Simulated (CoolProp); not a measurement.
A Linde-Hampson liquefier for normal hydrogen: isothermal reversible compression at 290 K from 1 atm to 10 MPa, throttling to 1 atm, return gas leaving the recuperator 0 K below the feed. Each further row changes one setting.

Model: reference Helmholtz-energy equation of state, Leachman 2009, in CoolProp.

```
case                        compression work (kJ/kg of gas)
--------------------------  -------------------------------
as stated                                              5560
high pressure 20 MPa                                   6470
warm-end temperature 320 K                             6130
warm-end gap 5 K                                       5560
```
